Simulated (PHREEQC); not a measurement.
A solution holds 1.1 mmol/kgw NiCl2, 62 mmol/kgw H3BO3 and 0.091 mmol/kgw FeSO4, at 25 °C. Closed to the air; pH follows from the charge balance.

All values are PHREEQC results (ion-association model, wateq4f.dat), not measurements.

- pH: 5.22
- ionic strength: 0.00362 mol/kgw

| species | molality | activity | log γ |
|---|---|---|---|
| H3BO3 | 0.0620 | 0.0621 | 0.000 |
| Cl- | 0.00219 | 0.00205 | -0.029 |
| Ni+2 | 0.00109 | 0.000836 | -0.114 |
| Fe+2 | 9.00e-5 | 6.99e-5 | -0.110 |
| SO4-2 | 8.01e-5 | 6.19e-5 | -0.112 |
| NiSO4 | 1.01e-5 | 1.01e-5 | 0.000 |
| H2BO3- | 6.37e-6 | 5.96e-6 | -0.029 |
| H+ | 6.36e-6 | 5.99e-6 | -0.026 |
| NiCl+ | 4.60e-6 | 4.31e-6 | -0.028 |
| FeSO4 | 7.69e-7 | 7.70e-7 | 0.000 |
| FeCl+ | 2.12e-7 | 1.98e-7 | -0.028 |
| HSO4- | 3.85e-8 | 3.61e-8 | -0.028 |
| NiCl2 | 3.22e-8 | 3.22e-8 | 0.000 |

Precipitation was switched off in this run. Species that the database lacks are ignored.
